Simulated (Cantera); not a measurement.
A diamond (100) surface in a fixed gas of H2 with x(CH4) = 0.0048, x(CH3) = 0.00016, at 1225 K, 0.0148 atm; coverages are run to steady state.

Detailed kinetics in Cantera: the Harris–Goodwin 1993 mechanism for the reconstructed diamond (100) surface.

θ: site fractions in the mechanism's names (c6HH fully hydrogenated, c6H* and c6*H radical sites, c6** diradical, c6HM methylated).

```tsv
x(H)	growth (µm/h)	θ c6HH	θ c6H*	θ c6*H	θ c6**	θ c6HM
0.0001	0.0187	0.627	0.0278	0.339	0.00471	0.000240
0.00024	0.0584	0.530	0.0345	0.421	0.0109	0.000330
0.00057	0.123	0.473	0.0383	0.467	0.0189	0.000413
0.0014	0.206	0.443	0.0400	0.488	0.0263	0.000475
0.0032	(withheld)	0.430	0.0407	0.497	0.0307	0.000499
0.0077	0.466	0.424	0.0410	0.500	0.0332	0.000489
0.018	(withheld)	0.422	0.0412	0.502	0.0343	(withheld)
0.044	1.23	0.421	0.0413	0.502	0.0348	0.000340
0.11	1.83	0.420	0.0416	0.503	0.0351	0.000216
```

### Question
Fill in the missing entries.

### Answer

- 0.0032, growth (µm/h): 0.301
- 0.018, growth (µm/h): 0.753
- 0.018, θ c6HM: 0.000438
